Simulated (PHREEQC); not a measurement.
A made-up water analysis in mg/L, 25 °C, pH 7.33, pe 12.1:

```json
[
 {"constituent": "Na", "mg/L": "55.1"},
 {"constituent": "K", "mg/L": "0.0878"},
 {"constituent": "Ca", "mg/L": "21.1"},
 {"constituent": "Mg", "mg/L": "13.5"},
 {"constituent": "Cl", "mg/L": "39.2"},
 {"constituent": "S(6) as SO4", "mg/L": "42.5"},
 {"constituent": "Alkalinity as HCO3", "mg/L": "152"},
 {"constituent": "Li", "mg/L": "0.224"}
]
```

Valence states are taken as typed.

The numbers come from PHREEQC with the ion-association model, wateq4f.dat.

No solid was allowed to form.

Problem. What charge-balance error does the model give?

Solution. charge-balance error 1.3 %.

Problem. In which forms is C present?

Solution. HCO3- 90 %, CO2 8.7 % of the C.
